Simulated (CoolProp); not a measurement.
Properties of R1234ze(E) along the isotherm 388.7 K.

Computed with CoolProp (reference Helmholtz-energy equation of state, Thol 2016).

```json
[
 {"p (bar)": "7.57", "phase": "gas", "density (kg/m³)": "28.80", "cp (kJ/(kg K))": "1.059", "Joule-Thomson coefficient (K/MPa)": "9.643", "fugacity coefficient": "0.9314"},
 {"p (bar)": "15.1", "phase": "gas", "density (kg/m³)": "62.85", "cp (kJ/(kg K))": "1.133", "Joule-Thomson coefficient (K/MPa)": "10.55", "fugacity coefficient": "?"},
 {"p (bar)": "22.7", "phase": "gas", "density (kg/m³)": "106.1", "cp (kJ/(kg K))": "1.265", "Joule-Thomson coefficient (K/MPa)": "11.79", "fugacity coefficient": "?"},
 {"p (bar)": "30.3", "phase": "gas", "density (kg/m³)": "167.0", "cp (kJ/(kg K))": "1.574", "Joule-Thomson coefficient (K/MPa)": "13.57", "fugacity coefficient": "0.7335"},
 {"p (bar)": "37.9", "phase": "supercritical", "density (kg/m³)": "291.4", "cp (kJ/(kg K))": "3.418", "Joule-Thomson coefficient (K/MPa)": "?", "fugacity coefficient": "0.6652"},
 {"p (bar)": "45.4", "phase": "supercritical", "density (kg/m³)": "680.6", "cp (kJ/(kg K))": "?", "Joule-Thomson coefficient (K/MPa)": "4.813", "fugacity coefficient": "0.5869"},
 {"p (bar)": "53", "phase": "supercritical", "density (kg/m³)": "?", "cp (kJ/(kg K))": "2.247", "Joule-Thomson coefficient (K/MPa)": "2.652", "fugacity coefficient": "0.5218"},
 {"p (bar)": "60.6", "phase": "supercritical", "density (kg/m³)": "795.9", "cp (kJ/(kg K))": "1.973", "Joule-Thomson coefficient (K/MPa)": "1.861", "fugacity coefficient": "?"},
 {"p (bar)": "68.2", "phase": "supercritical", "density (kg/m³)": "824.2", "cp (kJ/(kg K))": "1.835", "Joule-Thomson coefficient (K/MPa)": "1.426", "fugacity coefficient": "0.4338"},
 {"p (bar)": "75.7", "phase": "supercritical", "density (kg/m³)": "846.1", "cp (kJ/(kg K))": "1.751", "Joule-Thomson coefficient (K/MPa)": "1.147", "fugacity coefficient": "0.4034"},
 {"p (bar)": "83.3", "phase": "supercritical", "density (kg/m³)": "864.4", "cp (kJ/(kg K))": "1.691", "Joule-Thomson coefficient (K/MPa)": "0.9461", "fugacity coefficient": "0.3783"},
 {"p (bar)": "90.9", "phase": "supercritical", "density (kg/m³)": "880.2", "cp (kJ/(kg K))": "1.646", "Joule-Thomson coefficient (K/MPa)": "0.7944", "fugacity coefficient": "0.3575"}
]
```

Problem. Fill in the missing entries.

Solution. 
- 15.1, fugacity coefficient: 0.8650
- 22.7, fugacity coefficient: 0.7992
- 37.9, Joule-Thomson coefficient (K/MPa): 15.62
- 45.4, cp (kJ/(kg K)): 3.230
- 53, density (kg/m³): 755.8
- 60.6, fugacity coefficient: 0.4724

The peak of cp marks the crossing from liquid-like to gas-like fluid above the critical point.
